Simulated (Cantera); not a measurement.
A perfectly stirred reactor is fed with NH₃ : H₂ = 1 : 0.12 (molar parts), at 42000 Pa; it is held at 1225 K, and followed from long to short residence time.

Model: the gas-phase N/H chemistry of the illustrative SiF4/NH3 mechanism in the Surface Chemkin manual (1991), integrated in Cantera. Walls and surfaces, which speed up NH3 decomposition in real reactors, are not modelled.

Q: What does this change do: temperature 1225 to 1950 K?

A: 
| quantity | before | after |
|---|---|---|
| x(NH₃) at τ = 20.0 s | 0.892 | 0.00719 |
| x(H₂) at τ = 20.0 s | 0.108 | 0.758 |
| x(H) at τ = 20.0 s | 1.26e-7 | 0.00120 |
| x(N) at τ = 20.0 s | 2.87e-12 | 3.65e-7 |
| x(N₂H₄) at τ = 20.0 s | 2.06e-8 | 3.12e-10 |
| x(NH₃) at τ = 52.0 ms | 0.893 | 0.590 |
| x(H₂) at τ = 52.0 ms | 0.107 | 0.330 |
| x(H) at τ = 52.0 ms | 2.42e-8 | 0.000136 |
| x(N) at τ = 52.0 ms | <1e-12 | 3.91e-7 |
| x(N₂H₄) at τ = 52.0 ms | 7.62e-10 | 1.42e-7 |
